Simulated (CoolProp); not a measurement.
Water at 293.15 K and 1.74 MPa is throttled through a valve to 0.256 MPa with no heat exchange. Each further row changes one setting.

The numbers come from the reference Helmholtz-energy equation of state, Wagner 2002 in CoolProp.

```tsv
case	temperature change (K)
as stated	+0.3
outlet pressure 0.0768 MPa	+0.4
outlet pressure 0.333 MPa	+0.3
```
